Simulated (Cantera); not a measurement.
An isothermal, constant-pressure homogeneous reactor starts with 40.0 % NO, 60.0 % N₂, at 1900 K and 20.0 Torr.

Computed with Cantera and GRI-Mech 3.0 (53 species, 325 reactions). Radical loss at walls, strong at low pressure, is not modelled.

Predict: x(NO) at 20.0 s; x(O₂) at 20.0 s; x(NO₂) at 20.0 s; x(O) at 20.0 s; x(N₂O) at 20.0 s; x(N₂) at 20.0 s.


```json
{
 "x(NO) at 20.0 s": "0.231 (gas-phase equilibrium 0.00560)",
 "x(O₂) at 20.0 s": "0.0841 (gas-phase equilibrium 0.197)",
 "x(NO₂) at 20.0 s": "4.83e-5 (gas-phase equilibrium 1.82e-6)",
 "x(O) at 20.0 s": "0.000557 (gas-phase equilibrium 0.000815)",
 "x(N₂O) at 20.0 s": "1.67e-5 (gas-phase equilibrium 5.22e-8)",
 "x(N₂) at 20.0 s": "0.684 (gas-phase equilibrium 0.797)"
}
```
